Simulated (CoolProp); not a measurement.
A simple Rankine cycle with water: condensing at 317.15 K, boiler at 4.59 MPa, turbine inlet 681.9 K, turbine efficiency 0.6, pump efficiency 0.7, no recuperator. Each further row changes one setting.

Model: reference Helmholtz-energy equation of state, Wagner 2002, in CoolProp.

```
case                             thermal efficiency (%)  net work (kJ/kg)  heat in (kJ/kg)  turbine exit temperature (K)  volume ratio over the turbine
-------------------------------  ----------------------  ----------------  ---------------  ----------------------------  -----------------------------
as stated                                          21.6               657             3030                         317.2                            [?]
turbine inlet 701.9 K                              21.8               [?]             3080                         324.0                            245
condensing temperature 309.15 K                    22.4               686              [?]                         309.2                            366
boiler pressure 3.21 MPa                           20.8               636              [?]                           [?]                            [?]
turbine efficiency 0.5                              [?]               546             3030                         365.1                            [?]
```

Task: Some entries are withheld; supply them.

Result: 
- as stated, volume ratio over the turbine: 246
- turbine inlet 701.9 K, net work (kJ/kg): 672
- condensing temperature 309.15 K, heat in (kJ/kg): 3070
- boiler pressure 3.21 MPa, heat in (kJ/kg): 3060
- boiler pressure 3.21 MPa, turbine exit temperature (K): 331.0
- boiler pressure 3.21 MPa, volume ratio over the turbine: 178
- turbine efficiency 0.5, thermal efficiency (%): 18.0
- turbine efficiency 0.5, volume ratio over the turbine: 286

The expansion ends wet for: as stated; condensing temperature 309.15 K.
